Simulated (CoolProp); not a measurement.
n-hexane at several states: Z from the reference equation and from simpler models built on Tc = 507.8 K, pc = 3.044 MPa, ω = 0.300; each cubic takes its own stable root.

Model: reference Helmholtz-energy equation of state, Thol 2019, in CoolProp.

| T (K) | p (MPa) | phase | reference |
|---|---|---|---|
| 192.3 | 7.8 | liquid | 0.5604 |
| 507.4 | 8.27 | liquid | 0.3832 |
| 242.7 | 15.6 | liquid | 0.9329 |
| 365.9 | 0.0322 | gas | 0.9883 |
| 288.5 | 0.276 | liquid | 0.01494 |
| 380.3 | 0.31 | liquid | 0.01474 |

Question: How far does each simpler model (Redlich-Kwong, Soave-Redlich-Kwong, Peng-Robinson) lie from the reference over these 6 states: mean and median of the absolute difference, and the worst?

Answer: 
- Redlich-Kwong: mean 1029.2 %, median 14.5 %, worst +6117.1 % at 380.3 K and 0.31 MPa
- Soave-Redlich-Kwong: mean 10.5 %, median 11.9 %, worst +14.1 % at 507.4 K and 8.27 MPa
- Peng-Robinson: mean 1.2 %, median 1.3 %, worst +2.5 % at 507.4 K and 8.27 MPa

At some of these states Redlich-Kwong gives the other phase, because its saturation line lies elsewhere.
